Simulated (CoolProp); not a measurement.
Methane at 427.84 K and 0.197 MPa flows at 0.91 m/s in a round tube of 1 mm bore and 0.25 µm roughness, fully developed (64/Re and Nu = 3.66 if laminar; Colebrook and Gnielinski if turbulent). Each further row changes one setting.

Model: reference Helmholtz-energy equation of state, Setzmann 1991, in CoolProp.

| case | Reynolds number | Darcy friction factor | pressure drop (Pa/m) | heat-transfer coefficient (W/(m² K)) | mass flow (kg/h) |
|---|---|---|---|---|---|
| as stated | … | 1.19 | 438 | 201 | … |
| velocity 1.82 m/s | 108 | 0.595 | … | 201 | … |
| diameter 2 mm | 108 | 0.595 | 110 | 101 | 0.00915 |

**Question.** Fill in the missing entries.

**Answer.** 
- as stated, Reynolds number: 53.8
- as stated, mass flow (kg/h): 0.00229
- velocity 1.82 m/s, pressure drop (Pa/m): 876
- velocity 1.82 m/s, mass flow (kg/h): 0.00457

Viscosity comes from a separate model (Quiñones-Cisneros 2006). Thermal conductivity comes from a separate model (Friend 1989).
